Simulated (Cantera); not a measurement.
A perfectly stirred reactor is fed with CH₄ : O₂ : N₂ = 0.0085 : 0.0099 : 1 (molar parts), at 220000 Pa; it is held at 1500 K, and followed from long to short residence time.

Cantera simulation using GRI-Mech 3.0 (53 species, 325 reactions); the numbers are that mechanism's predictions, not measurements.

One state of this run: x CH₄ = 0.00767; x O₂ = 0.00939; x N₂O = 2.82e-9; x CO = 0.000159; x CO₂ = 8.74e-6. x: mole fraction; the columns are a selection and need not sum to one.

Question: Which value of τ (s) does it belong to?
A) 0.15
B) 0.0041
C) 0.0016
D) 0.38

Answer: B, 0.0041
